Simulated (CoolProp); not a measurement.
Ammonia along the isobar 0.572 MPa: density (kg/m³) from the reference equation and from simpler models built on Tc = 132.4 °C, pc = 11.36 MPa, ω = 0.256; each cubic takes its own stable root.

Values from CoolProp's reference Helmholtz-energy equation of state, Gao 2020.

```csv
T (°C),phase,reference
-2.15,liquid,641.7
13.35,gas,4.422
28.85,gas,4.125
44.35,gas,3.877
59.95,gas,3.663
75.45,gas,3.477
90.95,gas,3.311
106.45,gas,3.163
121.95,gas,3.028
```

Q: How far does each simpler model (van der Waals, Redlich-Kwong, Peng-Robinson) lie from the reference over these 9 states: mean and median of the absolute difference, and the worst?

A: 
- van der Waals: mean 12.6 %, median 1.6 %, worst -99.3 % at -2.15 °C and 0.572 MPa
- Redlich-Kwong: mean 12.0 %, median 1.0 %, worst -99.3 % at -2.15 °C and 0.572 MPa
- Peng-Robinson: mean 1.7 %, median 0.5 %, worst -10.3 % at -2.15 °C and 0.572 MPa

At some of these states van der Waals, Redlich-Kwong gives the other phase, because its saturation line lies elsewhere.
